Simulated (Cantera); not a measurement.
A Cantera script and its output.

```python
import numpy as np
import cantera as ct

gas = ct.Solution("h2o2.yaml")
gas.TPX = 1223, 1333, {'H2': 0.0052, 'O2': 1, 'N2': 4.5}
reactor = ct.IdealGasConstPressureReactor(gas, energy="off", clone=False)
net = ct.ReactorNet([reactor])
net.rtol, net.atol = 1e-08, 1e-18
show = ['H2', 'O2', 'HO2', 'H', 'H2O', 'H2O2', 'OH']
times = np.geomspace(3e-06, 3, 12)

steps = ct.SolutionArray(gas, extra=["t"])
rows = []
print(f"{'t/s':>10s}{'T/K':>9s}{'P/Pa':>11s}" + "".join(f"{s:>11s}" for s in show))
for t in times:
    while net.time < t:
        t_next = net.step()
        steps.append(gas.state, t=t_next)
    rows.append([np.interp(t, steps.t, y) for y in (steps.T, steps.P, *steps(*show).X.T)])
    print(f"{t:10.3e}{rows[-1][0]:9.1f}{rows[-1][1]:11.4g}" + "".join(f"{x:11.3e}" for x in rows[-1][2:]))
rate = np.gradient(steps.T, steps.t)
print("integrator steps:", len(steps.t))
if steps.T.max() > steps.T[0] + 200:
    print(f"time of steepest temperature rise: {steps.t[rate.argmax()]:.4e} s")
gas.TPX = 1223, 1333, {'H2': 0.0052, 'O2': 1, 'N2': 4.5}
gas.equilibrate("TP")
print(f"equilibrium (TP): T = {gas.T:.1f} K  " + "  ".join(f"{s} {gas[s].X[0]:.3e}" for s in show))
```

It prints:

```
       t/s      T/K       P/Pa         H2         O2        HO2          H        H2O       H2O2         OH
 3.000e-06   1223.0       1333  9.446e-04  1.816e-01  7.244e-13  7.191e-13  1.777e-18  1.022e-19  5.273e-15
 1.053e-05   1223.0       1333  9.446e-04  1.816e-01  2.543e-12  2.480e-12  6.807e-17  1.249e-18  6.364e-14
 3.699e-05   1223.0       1333  9.446e-04  1.816e-01  8.932e-12  8.175e-12  2.869e-15  1.547e-17  7.550e-13
 1.299e-04   1223.0       1333  9.446e-04  1.816e-01  3.137e-11  2.339e-11  1.096e-13  1.892e-16  8.011e-12
 4.560e-04   1223.0       1333  9.446e-04  1.816e-01  1.102e-10  4.697e-11  3.410e-12  2.306e-15  6.483e-11
 1.601e-03   1223.0       1333  9.446e-04  1.816e-01  3.871e-10  7.357e-11  7.314e-11  2.738e-14  3.535e-10
 5.621e-03   1223.0       1333  9.446e-04  1.816e-01  1.359e-09  2.062e-10  1.375e-09  2.974e-13  2.016e-09
 1.974e-02   1223.0       1333  9.445e-04  1.816e-01  4.922e-09  4.058e-09  6.793e-08  2.547e-12  4.949e-08
 6.930e-02   1223.0       1333  3.600e-04  1.811e-01  1.792e-07  3.196e-05  4.743e-04  6.727e-09  1.885e-04
 2.433e-01   1223.0       1333  1.997e-06  1.808e-01  8.810e-08  1.872e-05  8.940e-04  1.354e-09  7.851e-05
 8.544e-01   1223.0       1333  1.492e-06  1.809e-01  7.603e-08  1.198e-05  9.032e-04  1.237e-09  6.790e-05
 3.000e+00   1223.0       1333  6.782e-07  1.811e-01  5.003e-08  3.628e-06  9.194e-04  8.867e-10  4.587e-05
integrator steps: 731
equilibrium (TP): T = 1223.0 K  H2 3.930e-10  O2 1.813e-01  HO2 5.097e-10  H 5.197e-11  H2O 9.444e-04  H2O2 1.361e-12  OH 1.125e-06
```

Model: the H2/O2 subset of GRI-Mech 3.0, which has no nitrogen chemistry, integrated in Cantera. Radical loss at walls, strong at low pressure, is not modelled.
